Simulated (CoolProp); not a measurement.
Model: reference Helmholtz-energy equation of state, Gedanitz 2015, in CoolProp.

Give the vapour pressure (bar), enthalpy of vaporisation (kJ/kg), vapour Z, surface tension (mN/m) of saturated cyclopentane at 164.25 °C.


```tsv
T (°C)	p (bar)	enthalpy of vaporisation (kJ/kg)	vapour Z	surface tension (mN/m)
164.25	15.0	274	0.762	5.05
```

Surface tension comes from a separate correlation (Mulero 2014).
